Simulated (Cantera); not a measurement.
Low-pressure radical oxidation in H2/O2

A perfectly stirred reactor is fed with 16.7 % H2, 83.3 % O2, equivalence ratio 0.10, at 10.00 Torr; it is held at 900 K, and followed from long to short residence time.

Cantera simulation using the H2/O2 subset of GRI-Mech 3.0, which has no nitrogen chemistry; the numbers are that mechanism's predictions, not measurements. Radical loss at walls, strong at low pressure, is not modelled. Below about 950 K walls govern HO2 and H2O2 in real vessels. The temperature is held fixed by assumption; the heat of reaction is taken as removed at once.

```
τ (s)      x H2   x O2       x H   x H2O2      x OH    x HO2
------  -------  -----  --------  -------  --------  -------
1.2     0.00247  0.818  0.000188  3.52e-7  0.000330  1.15e-5
0.42    0.00438  0.817  0.000532  4.09e-7  0.000521  1.45e-5
0.15    0.00758  0.816   0.00146  4.59e-7  0.000820  1.70e-5
0.055    0.0129  0.814   0.00382  4.91e-7   0.00127  1.87e-5
0.020    0.0218  0.810   0.00954  4.90e-7   0.00190  1.91e-5
0.0072   0.0371  0.804    0.0209  4.41e-7   0.00262  1.80e-5
0.0026   0.0640  0.800    0.0325  3.59e-7   0.00304  1.53e-5
```
x: mole fraction; the columns are a selection and need not sum to one.
